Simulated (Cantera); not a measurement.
Charge: 1 mol MgO, 6.9 mol HF, 7.9 mol N2, equilibrated at 1700 K and 0.133 bar.

Equilibrium computed with Cantera from the NASA thermochemical tables; the gas is ideal and each condensed phase is pure. Candidate condensed phases: H2O, Mg, MgF2, MgO, Mg(OH)2; 50 gas species. Mutual solubility and eutectic melting of coexisting phases are not modelled. Kinetics and transport are ignored.

Base state: N2 0.560, HF 0.374, H2O 0.0573, MgF2 0.00851, H2 0.000304, O2 0.000108, OH 6.86e-5, NO 5.55e-5 (mole fractions); condensed: MgF2(l) + MgO(s).

**Question.** What changes in the equilibrium state with this change: temperature from 1700 K to 1948 K?

**Answer.** 
```tsv
species	before	after
N2	0.560	0.533
HF	0.374	0.375
MgF2	0.00851	0.0455
H2O	0.0573	0.0442
MgF	1.01e-6	7.12e-5
O	1.27e-6	2.44e-5
MgF2(l), mol	0.694	0
MgO(s), mol	0.186	0.324
```
